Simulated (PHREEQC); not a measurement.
A column of 0.5 m (30 cells, dispersivity 0.025 m, 300 s a shift, diffusion coefficient 3e-10 m²/s) holds 0.0042 eq of the database's cation exchanger X per kg of pore water, first in equilibrium with 0.0027 mol/kgw KCl, 0.014 mol/kgw ZnSO4 and 1e-05 mol/kgw HCl. It is flushed with 0.0011 mol/kgw MnCl2 and 1e-05 mol/kgw HCl, at 25 °C. Values are for the last cell. No CO2 enters from the air. Precipitation was switched off in this run.

The numbers come from PHREEQC with the ion-association model, phreeqc.dat.

### Question
Predict S in solution (mol/kgw), Mn in solution (mol/kgw), K in solution (mol/kgw), Zn in solution (mol/kgw) at pore volumes = 2.817, 4.217.

### Answer
```json
[
 {"pore volumes": "2.817", "S in solution (mol/kgw)": "2.21e-6", "Mn in solution (mol/kgw)": "0.000591", "K in solution (mol/kgw)": "5.56e-6", "Zn in solution (mol/kgw)": "0.000508"},
 {"pore volumes": "4.217", "S in solution (mol/kgw)": "2.02e-9", "Mn in solution (mol/kgw)": "0.000880", "K in solution (mol/kgw)": "4.76e-8", "Zn in solution (mol/kgw)": "0.000220"}
]
```

Species that the database lacks are ignored.
